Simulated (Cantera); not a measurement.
Feed: 1 mol Si, 1.8 mol CO2, 200 mol H2, equilibrated at 1600 K and 495 Torr.

These are equilibrium values from Cantera (NASA tables, ideal gas, pure condensed phases), not measurements of a reactor. Candidate condensed phases: C, C6H6, C7H8, C8H18, H2O, Si, SiC, SiO2; 123 gas species. The tables hold silica as quartz up to 1696 K and as liquid above; real silica turns to tridymite and cristobalite and melts near 1996 K. Rates play no part.

Base state: H2 0.990, CO 0.00879, SiO 0.000907, CH4 0.000125, H 6.66e-5, H2O 4.25e-5 (mole fractions); condensed: SiO2(β-quartz).

Problem. What changes in the equilibrium state with this change: temperature from 1600 K to 1823 K?

Solution. 
| species | before | after |
|---|---|---|
| H2 | 0.990 | 0.986 |
| CO | 0.00879 | 0.00889 |
| SiO | 0.000907 | 0.00281 |
| H2O | 4.25e-5 | 0.00182 |
| CH4 | 0.000125 | 3.71e-7 |
| H | 6.66e-5 | 0.000530 |
| SiO2(β-quartz), mol | 0.817 | 0 |
| SiO2(condensed), mol | 0 | 0.431 |

Problem. What changes in the equilibrium state with this change: CO2 from 1.8 to 0.074 mol?

Solution. 
| species | before | after |
|---|---|---|
| H2 | 0.990 | 0.999 |
| SiO | 0.000907 | 0.000711 |
| H | 6.66e-5 | 6.69e-5 |
| CO | 0.00879 | 2.71e-5 |
| H2O | 4.25e-5 | 1.48e-6 |
| CH4 | 0.000125 | 1.13e-5 |
| SiO2(β-quartz), mol | 0.817 | 0 |
| Si(s), mol | 0 | 0.790 |
| SiC(s), mol | 0 | 0.0663 |
Mutual solubility and eutectic melting of coexisting phases are not modelled.
